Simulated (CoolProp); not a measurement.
A single-stage vapour-compression cycle with the fluid: evaporating at 194.15 K (dew point), condensing at 251.15 K (bubble point), superheat 5 K, subcooling 5 K, compressor efficiency 0.9, no pressure losses. The same conditions are run with several fluids, on thermodynamics alone (safety and materials aside).

Values from CoolProp's reference Helmholtz-energy equation of state of each fluid (R22: Kamei 1995; R115: Lemmon 2016; ethylene: Smukala 2000; propane: Lemmon 2009; CH3F (R41): Lemmon 2006; hydrogen chloride: Thol 2018).

Problem. Rank R22, R115, ethylene, propane, CH3F (R41), hydrogen chloride by cooling COP, highest first.

Solution. propane (2.53), R22 (2.46), R115 (2.43), CH3F (R41) (2.31), hydrogen chloride (2.24), ethylene (2.17)

```tsv
fluid	pressure ratio	discharge temperature (K)	refrigerating effect (kJ/kg)	volumetric capacity (kJ/m³)
R22	20.4	336.8	203	119
R115	18.6	265.7	94.5	98.4
ethylene	6.75	316.6	308	2000
propane	16.3	298.7	353	132
CH3F (R41)	10.9	358.1	382	798
hydrogen chloride	9.88	400.8	352	1130
```
